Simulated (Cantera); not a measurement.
A perfectly stirred reactor is fed with CH3OH : O2 : N2 = 0.0021 : 0.0028 : 1 (molar parts), equivalence ratio 1.1, at 1.01 bar; it is held at 1225 K, and followed from long to short residence time.

Computed with Cantera and GRI-Mech 3.0 (53 species, 325 reactions). GRI-Mech 3.0 was tuned for natural gas; its chemistry of methanol as a main component is partial and can be far from experiment.

What does this change do: N2 1 to 1.5 parts?


| quantity | before | after |
|---|---|---|
| x(CH3OH) at τ = 0.930 s | 3.02e-7 | 2.42e-7 |
| x(O2) at τ = 0.930 s | 2.67e-5 | 2.38e-5 |
| x(C2H6) at τ = 0.930 s | 1.05e-11 | 4.49e-12 |
| x(NO) at τ = 0.930 s | 1.28e-6 | 1.06e-6 |
| x(OH) at τ = 0.930 s | 7.30e-6 | 6.11e-6 |
| x(CH3OH) at τ = 79.0 ms | 1.52e-6 | 1.21e-6 |
| x(O2) at τ = 79.0 ms | 0.000158 | 0.000136 |
| x(C2H6) at τ = 79.0 ms | 8.56e-11 | 4.11e-11 |
| x(NO) at τ = 79.0 ms | 1.60e-6 | 1.25e-6 |
| x(OH) at τ = 79.0 ms | 1.87e-5 | 1.53e-5 |

What does this change do: O2 0.0028 to 0.00083 parts?


| quantity | before | after |
|---|---|---|
| x(CH3OH) at τ = 0.930 s | 3.02e-7 | 1.85e-6 |
| x(O2) at τ = 0.930 s | 2.67e-5 | 2.61e-5 |
| x(C2H6) at τ = 0.930 s | 1.05e-11 | 1.02e-8 |
| x(NO) at τ = 0.930 s | 1.28e-6 | 5.07e-8 |
| x(OH) at τ = 0.930 s | 7.30e-6 | 8.12e-8 |
| x(CH3OH) at τ = 79.0 ms | 1.52e-6 | 9.05e-6 |
| x(O2) at τ = 79.0 ms | 0.000158 | 0.000106 |
| x(C2H6) at τ = 79.0 ms | 8.56e-11 | 4.06e-8 |
| x(NO) at τ = 79.0 ms | 1.60e-6 | 1.17e-7 |
| x(OH) at τ = 79.0 ms | 1.87e-5 | 3.70e-7 |
